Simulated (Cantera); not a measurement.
Input: 1 mol Cu₂O, 41 mol H₂, 84 mol N₂, held at 1725 °C and 1.33 mbar.

Method: chemical equilibrium by Gibbs-energy minimisation in Cantera with the NASA 1993 tables (ideal gas, pure condensed phases). Candidate condensed phases: Cu, CuO, Cu(OH)₂, Cu₂O, H₂O; 27 gas species. Kinetics and transport are ignored.

Base state: N₂ 0.653, H₂ 0.299, H 0.0240, Cu 0.0156, H₂O 0.00771, OH 6.16e-5 (mole fractions); condensed: gas only.

Question: What changes in the equilibrium state with this change: temperature from 1725 °C to 475 °C?

Answer: 
```tsv
species	before	after
N₂	0.653	0.672
H₂	0.299	0.320
H₂O	0.00771	0.00800
H	0.0240	<1e-9
Cu	0.0156	<1e-9
OH	6.16e-5	<1e-9
Cu(s), mol	0	2.00
```
